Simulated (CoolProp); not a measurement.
Aqueous propylene glycol as a coolant, at 35 °C, 1 atm.

The numbers come from the Melinder's fits for secondary coolants in CoolProp.

```json
[
 {"mass %": "4.4", "freezing point (°C)": "-1.0", "viscosity (mPa s)": "0.832", "density (kg/m³)": "997.5", "Prandtl number": "5.78", "cp (kJ/(kg K))": "4.139"},
 {"mass %": "8.4", "freezing point (°C)": "-2.3", "viscosity (mPa s)": "0.939", "density (kg/m³)": "1000", "Prandtl number": "6.74", "cp (kJ/(kg K))": "4.107"},
 {"mass %": "12.3", "freezing point (°C)": "-3.8", "viscosity (mPa s)": "1.05", "density (kg/m³)": "1003", "Prandtl number": "?", "cp (kJ/(kg K))": "4.076"},
 {"mass %": "16.3", "freezing point (°C)": "-5.4", "viscosity (mPa s)": "1.18", "density (kg/m³)": "?", "Prandtl number": "9.07", "cp (kJ/(kg K))": "4.042"},
 {"mass %": "20.3", "freezing point (°C)": "-7.3", "viscosity (mPa s)": "1.33", "density (kg/m³)": "1009", "Prandtl number": "10.6", "cp (kJ/(kg K))": "4.006"},
 {"mass %": "24.2", "freezing point (°C)": "-9.3", "viscosity (mPa s)": "1.50", "density (kg/m³)": "1012", "Prandtl number": "12.3", "cp (kJ/(kg K))": "3.965"},
 {"mass %": "28.2", "freezing point (°C)": "-11.7", "viscosity (mPa s)": "1.71", "density (kg/m³)": "1015", "Prandtl number": "14.4", "cp (kJ/(kg K))": "3.920"},
 {"mass %": "32.1", "freezing point (°C)": "-14.2", "viscosity (mPa s)": "1.94", "density (kg/m³)": "1018", "Prandtl number": "16.8", "cp (kJ/(kg K))": "?"},
 {"mass %": "36.1", "freezing point (°C)": "-17.2", "viscosity (mPa s)": "2.21", "density (kg/m³)": "1021", "Prandtl number": "?", "cp (kJ/(kg K))": "3.814"},
 {"mass %": "40.1", "freezing point (°C)": "-20.7", "viscosity (mPa s)": "2.51", "density (kg/m³)": "1023", "Prandtl number": "23.0", "cp (kJ/(kg K))": "3.753"},
 {"mass %": "44", "freezing point (°C)": "-24.6", "viscosity (mPa s)": "2.85", "density (kg/m³)": "1026", "Prandtl number": "?", "cp (kJ/(kg K))": "3.690"},
 {"mass %": "48", "freezing point (°C)": "-29.5", "viscosity (mPa s)": "3.24", "density (kg/m³)": "1028", "Prandtl number": "31.3", "cp (kJ/(kg K))": "3.623"}
]
```

**Question.** Some entries are withheld; supply them.

**Answer.** 
- 12.3, Prandtl number: 7.80
- 16.3, density (kg/m³): 1006
- 32.1, cp (kJ/(kg K)): 3.870
- 36.1, Prandtl number: 19.7
- 44, Prandtl number: 26.8
